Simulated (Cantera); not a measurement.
A diamond (100) surface in a fixed gas of H2 with x(CH4) = 0.0069, x(H) = 0.0019, x(CH3) = 6.1e-05, 35.3 Torr; coverages are run to steady state.

Computed with Cantera and the Harris–Goodwin 1993 mechanism for the reconstructed diamond (100) surface.

One state of this run: growth (µm/h) = 0.441; θ c6HH = 0.437; θ c6H* = 0.0404; θ c6*H = 0.492; θ c6** = 0.0285; θ c6HM = 0.000558. θ: site fractions in the mechanism's names (c6HH fully hydrogenated, c6H* and c6*H radical sites, c6** diradical, c6HM methylated).

Which value of T (K) does it belong to?
A) 1275
B) 1225
C) 1125
D) 1025

B, 1225
